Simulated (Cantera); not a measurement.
# Boron, boron nitride and boron oxide: B2H6 + NH3

Feed: 1 mol B2H6, 13 mol NH3, at 2375 K.

These are equilibrium values from Cantera (NASA tables, ideal gas, pure condensed phases), not measurements of a reactor. Candidate condensed phases: B, BN; 15 gas species. The feed counts by its element totals alone. The tables' values for BH2 are old estimates; treat these amounts as uncertain. Gases not in the tables: B2H6 and higher boranes. The numbers say what is thermodynamically allowed, not how fast it happens.

| P (Pa) | x H2 | x H | x N2 | x B | x BH2 | x BH | x BN | x BH3 | n B(l) | n BN(s) |
|---|---|---|---|---|---|---|---|---|---|---|
| 10 | 0.192 | 0.618 | 0.145 | 0.0443 | 9.61e-5 | 0.000139 | 8.07e-5 | 1.19e-8 | 0 | 0 |
| 28 | 0.317 | 0.474 | 0.160 | 0.0483 | 0.000483 | 0.000326 | 0.000155 | 1.29e-7 | 0 | 0 |
| 77 | 0.448 | 0.340 | 0.179 | 0.0318 | 0.00124 | 0.000423 | 0.000179 | 6.50e-7 | 0.777 | 0 |
| 220 | 0.565 | 0.226 | 0.196 | 0.0111 | 0.00156 | 0.000281 | 0.000111 | 1.56e-6 | 1.57 | 0 |
| 600 | 0.641 | 0.146 | 0.207 | 0.00408 | 0.00177 | 0.000181 | 6.89e-5 | 3.11e-6 | 1.81 | 0 |
| 1700 | 0.693 | 0.0900 | 0.214 | 0.00144 | 0.00192 | 0.000112 | 4.16e-5 | 5.88e-6 | 1.89 | 0 |
| 4600 | 0.724 | 0.0559 | 0.218 | 0.000532 | 0.00200 | 6.96e-5 | 2.55e-5 | 1.03e-5 | 1.92 | 0 |
| 13000 | 0.770 | 0.0343 | 0.194 | 0.000139 | 0.00157 | 3.16e-5 | 1.06e-5 | 1.41e-5 | 0 | 1.95 |
| 36000 | 0.783 | 0.0208 | 0.195 | 3.01e-5 | 0.000960 | 1.15e-5 | 3.82e-6 | 1.44e-5 | 0 | 1.97 |
| 100000 | 0.791 | 0.0125 | 0.195 | 6.50e-6 | 0.000581 | 4.14e-6 | 1.38e-6 | 1.46e-5 | 0 | 1.98 |
x: gas mole fraction; n: condensed amount in mol.

From 10.0 Pa to 28.0 Pa nothing is condensed. From 77.0 Pa to 46.0 mbar the condensed part is B(l). From 0.130 bar to 1.00 bar the condensed part is BN(s).
